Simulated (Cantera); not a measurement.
Silicon etching in halogen gases: Si + Br₂

Charge: 1 mol Si, a varied amount of Br₂, held at 1127 °C and 1.00 Pa.

Cantera equilibrium calculation (NASA polynomials, part measured and part estimated; ideal gas, pure solids and liquids). Candidate condensed phases: Br₂, Si; 9 gas species. The tables' values for SiBr₃, SiBr are old estimates; treat these amounts as uncertain. The numbers say what is thermodynamically allowed, not how fast it happens.

From 0.66 mol Br₂ to 0.96 mol Br₂ the condensed part is Si(s). From 1.2 mol Br₂ to 2.9 mol Br₂ nothing is condensed. The main Si-bearing gas is SiBr₂ throughout.

```json
[
 {"n(Br₂) (mol)": "0.66", "x SiBr₂": "0.852", "x Br": "0.145", "x SiBr₃": "0.00165", "x SiBr": "0.00134", "x SiBr₄": "8.70e-5", "x Br₂": "7.30e-6", "n Si(s)": "0.392"},
 {"n(Br₂) (mol)": "0.8", "x SiBr₂": "0.852", "x Br": "0.145", "x SiBr₃": "0.00165", "x SiBr": "0.00134", "x SiBr₄": "8.70e-5", "x Br₂": "7.30e-6", "n Si(s)": "0.262"},
 {"n(Br₂) (mol)": "0.96", "x SiBr₂": "0.852", "x Br": "0.145", "x SiBr₃": "0.00165", "x SiBr": "0.00134", "x SiBr₄": "8.70e-5", "x Br₂": "7.30e-6", "n Si(s)": "0.115"},
 {"n(Br₂) (mol)": "1.2", "x SiBr₂": "0.713", "x Br": "0.284", "x SiBr₃": "0.00271", "x SiBr": "0.000570", "x SiBr₄": "0.000280", "x Br₂": "2.81e-5", "n Si(s)": "0"},
 {"n(Br₂) (mol)": "1.4", "x SiBr₂": "0.554", "x Br": "0.442", "x SiBr₃": "0.00328", "x SiBr": "0.000284", "x SiBr₄": "0.000528", "x Br₂": "6.82e-5", "n Si(s)": "0"},
 {"n(Br₂) (mol)": "1.7", "x SiBr₂": "0.414", "x Br": "0.581", "x SiBr₃": "0.00322", "x SiBr": "0.000162", "x SiBr₄": "0.000683", "x Br₂": "0.000118", "n Si(s)": "0"},
 {"n(Br₂) (mol)": "2", "x SiBr₂": "0.331", "x Br": "0.665", "x SiBr₃": "0.00295", "x SiBr": "0.000113", "x SiBr₄": "0.000714", "x Br₂": "0.000154", "n Si(s)": "0"},
 {"n(Br₂) (mol)": "2.4", "x SiBr₂": "0.261", "x Br": "0.736", "x SiBr₃": "0.00257", "x SiBr": "8.06e-5", "x SiBr₄": "0.000689", "x Br₂": "0.000189", "n Si(s)": "0"},
 {"n(Br₂) (mol)": "2.9", "x SiBr₂": "0.206", "x Br": "0.791", "x SiBr₃": "0.00218", "x SiBr": "5.92e-5", "x SiBr₄": "0.000629", "x Br₂": "0.000218", "n Si(s)": "0"}
]
```
x: gas mole fraction; n: condensed amount in mol.
